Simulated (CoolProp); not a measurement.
Vapour-liquid equilibrium of isobutane (1) + n-butane (2) at 209 K; x and y are mole fractions of (1).

Values from CoolProp's multi-fluid Helmholtz-energy mixture model, Bücker 2006 and Bücker 2006; pair parameters Kunz 2012.

| x | bubble pressure, mixture model (MPa) | bubble pressure, Raoult's law (MPa) | y, mixture model | y, Raoult's law |
|---|---|---|---|---|
| 0.05 | 0.003943 | 0.003937 | 0.092 | 0.090 |
| 0.2 | 0.004455 | 0.004436 | 0.322 | 0.320 |
| 0.35 | 0.004958 | 0.004936 | 0.504 | 0.504 |
| 0.5 | 0.005455 | 0.005436 | 0.652 | 0.653 |
| 0.65 | 0.005950 | 0.005936 | 0.776 | 0.778 |
| 0.8 | 0.006443 | 0.006435 | 0.881 | 0.883 |
| 0.95 | 0.006937 | 0.006935 | 0.972 | 0.973 |

The largest gap from Raoult's law is +0.4 % in bubble pressure, at x = 0.35. No azeotrope shows between x = 0.05 and 0.95.

The pair parameters rest on a limited set of measurements; away from them the model extrapolates.
